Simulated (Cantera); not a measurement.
# Ignition delay

Mixture: 16.3 % CH4, 14.8 % O2, 55.7 % N2, 13.2 % H2O, equivalence ratio 2.2, at 760 Torr, adiabatic and at constant volume. Ignition delay is the time to a rise of 400 K.

Model: GRI-Mech 3.0 (53 species, 325 reactions), integrated in Cantera.

| T0 (K) | delay (ms) |
|---|---|
| 1100 | 385 |
| 1150 | 184 |
| 1200 | 91.4 |
| 1250 | 46.6 |
| 1300 | 24.3 |
| 1350 | 12.9 |
| 1400 | 6.94 |

| Property | Result |
|---|---|
| apparent activation energy between 1300 and 1400 K | 190 kJ/mol |
